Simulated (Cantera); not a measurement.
Cantera run:

```python
import numpy as np
import cantera as ct

gas_names = """
    H HO2 H2 H2O H2O2 O OH O2 O3 Pb PbO Pb2
""".split()
cond_names = """
    H2O(s) H2O(L) Pb(cr) Pb(L) PbO(rd) PbO(yw) PbO(L) PbO2(s) Pb3O4(s)
""".split()


def load(file, names, dense=False):
    # The tables refer to 1 bar. Condensed volumes are neglected.
    table = {s.name: s for s in ct.Species.list_from_file(file)}
    out = []
    for n in names:
        d = dict(table[n].input_data)
        d["thermo"] = dict(d["thermo"], **{"reference-pressure": 1e5})
        if dense:
            d["equation-of-state"] = {"model": "constant-volume", "density": "1e6 g/cm^3"}
        out.append(ct.Species.from_dict(d))
    return out


gas = ct.Solution(thermo="ideal-gas", species=load("nasa_gas.yaml", gas_names))
cond = {s.name: ct.Solution(thermo="fixed-stoichiometry", species=[s], name=s.name)
        for s in load("nasa_condensed.yaml", cond_names, dense=True)}
atoms = {
    'PbO': {'Pb': 1, 'O': 1},
    'H2': {'H': 2},
}
top_T = {'Pb3O4(s)': 820}  # K; cautious upper limits of use, not melting points


def equilibrate(T, P, feed):
    n = {}
    for name, mol in feed.items():
        for a, k in atoms[name].items():
            n[a] = n.get(a, 0.0) + k * mol
    gas.TPX = T, P, n
    mass = sum(n.values()) * gas.mean_molecular_weight
    gas.equilibrate("TP")
    valid = [c for c in cond.values() if c.min_temp <= T <= top_T.get(c.name, c.max_temp)]
    mix = ct.Mixture([(gas, mass / gas.mean_molecular_weight)] + [(c, 0.0) for c in valid])
    mix.T, mix.P = T, P
    mix.equilibrate("TP", solver="vcs", rtol=1e-11, max_steps=5000)
    return mix


results = []
feed = {'PbO': 1, 'H2': 5.2}  # mol
P = 10000  # Pa
for T in [1073, 1123, 1173, 1223, 1273, 1323, 1373, 1423, 1473, 1523, 1573, 1623, 1673]:
    mix = equilibrate(T, P, feed)
    results.append((T, P, feed, dict(zip(mix.species_names, mix.species_moles))))
    x = sorted(zip(gas.X, gas.species_names), reverse=True)
    print(f"T = {T:g} K  P = {P:g} Pa  gas = {mix.phase_moles(0):.4g} mol")
    print("   x: " + "  ".join(f"{s} {v:.3e}" for v, s in x if v > 0.0001))
    print("   condensed (mol): " + ("  ".join(f"{mix.phase(i).name} {mix.phase_moles(i):.4g}"
          for i in range(1, mix.n_phases) if mix.phase_moles(i) > 1e-12) or "none"))
```

Result:

```
T = 1073 K  P = 10000 Pa  gas = 5.204 mol
   x: H2 8.071e-01  H2O 1.922e-01  Pb 7.308e-04
   condensed (mol): Pb(L) 0.9962
T = 1123 K  P = 10000 Pa  gas = 5.21 mol
   x: H2 8.062e-01  H2O 1.920e-01  Pb 1.827e-03
   condensed (mol): Pb(L) 0.9905
T = 1173 K  P = 10000 Pa  gas = 5.222 mol
   x: H2 8.043e-01  H2O 1.915e-01  Pb 4.218e-03
   condensed (mol): Pb(L) 0.978
T = 1223 K  P = 10000 Pa  gas = 5.248 mol
   x: H2 8.004e-01  H2O 1.906e-01  Pb 9.075e-03
   condensed (mol): Pb(L) 0.9524
T = 1273 K  P = 10000 Pa  gas = 5.297 mol
   x: H2 7.929e-01  H2O 1.888e-01  Pb 1.836e-02
   condensed (mol): Pb(L) 0.9027
T = 1323 K  P = 10000 Pa  gas = 5.39 mol
   x: H2 7.793e-01  H2O 1.855e-01  Pb 3.516e-02
   condensed (mol): Pb(L) 0.8104
T = 1373 K  P = 10000 Pa  gas = 5.557 mol
   x: H2 7.559e-01  H2O 1.800e-01  Pb 6.415e-02
   condensed (mol): Pb(L) 0.6434
T = 1423 K  P = 10000 Pa  gas = 5.857 mol
   x: H2 7.171e-01  H2O 1.707e-01  Pb 1.121e-01
   condensed (mol): Pb(L) 0.3433
T = 1473 K  P = 10000 Pa  gas = 6.2 mol
   x: H2 6.774e-01  H2O 1.613e-01  Pb 1.612e-01
   condensed (mol): none
T = 1523 K  P = 10000 Pa  gas = 6.2 mol
   x: H2 6.774e-01  H2O 1.613e-01  Pb 1.612e-01
   condensed (mol): none
T = 1573 K  P = 10000 Pa  gas = 6.2 mol
   x: H2 6.774e-01  H2O 1.613e-01  Pb 1.612e-01  H 1.058e-04
   condensed (mol): none
T = 1623 K  P = 10000 Pa  gas = 6.2 mol
   x: H2 6.773e-01  H2O 1.612e-01  Pb 1.612e-01  H 1.799e-04
   condensed (mol): none
T = 1673 K  P = 10000 Pa  gas = 6.201 mol
   x: H2 6.772e-01  H2O 1.612e-01  Pb 1.612e-01  H 2.964e-04
   condensed (mol): none
```

Equilibrium computed with Cantera from the NASA thermochemical tables; the gas is ideal and each condensed phase is pure.
